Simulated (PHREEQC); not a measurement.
Solution (25 °C): 0.0056 mol H3PO4 and 0.074 mol Na2SO4 per kg of water. Closed to the air; pH follows from the charge balance.

Equilibrium calculation in PHREEQC: ion-association model, phreeqc.dat.

| quantity | before | after |
|---|---|---|
| pH | 2.86 | 3.10 |
| Na+ (mol/kgw) | 0.136 | 1.14 |
| SO4-2 (mol/kgw) | 0.0590 | 0.390 |
| NaSO4- (mol/kgw) | 0.0119 | 0.345 |
| H2PO4- (mol/kgw) | 0.00488 | 0.00532 |

Problem. What was changed between the two runs?
A) Na2SO4 from 0.074 to 0.74 mol/kgw
B) H3PO4 from 0.0056 to 0.00056 mol/kgw
C) H3PO4 from 0.0056 to 0.0112 mol/kgw
D) H3PO4 replaced by K2HPO4 at the same molality
E) Na2SO4 from 0.074 to 0.0074 mol/kgw

Solution. A, Na2SO4 from 0.074 to 0.74 mol/kgw

Precipitation was switched off in this run. The ionic strength passes 0.7 mol/kgw, the rough limit of the ion-association models, in after.
